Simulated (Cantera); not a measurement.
Feed: 1 mol CH3F, 8.9 mol H2, equilibrated at 3175 K and 133 Pa.

Method: chemical equilibrium by Gibbs-energy minimisation in Cantera with the NASA 1993 tables (ideal gas, pure condensed phases). Candidate condensed phases: C, C6H6, C7H8, C8H18; 95 gas species. Rates play no part.

Base state: H 0.903, HF 0.0312, C 0.0266, H2 0.0158, F 0.0149, C3 0.00417, C2 0.00302, C2H 0.000417 (mole fractions); condensed: gas only.

Question: What changes in the equilibrium state with this change: temperature from 3175 K to 2100 K?

Answer: 
```tsv
species	before	after
H2	0.0158	0.833
HF	0.0312	0.0882
H	0.903	0.0779
C	0.0266	1.78e-7
F	0.0149	4.99e-6
C2	0.00302	1.86e-8
C3	0.00417	2.16e-7
CF	0.000353	3.70e-8
C(graphite), mol	0	0.973
```
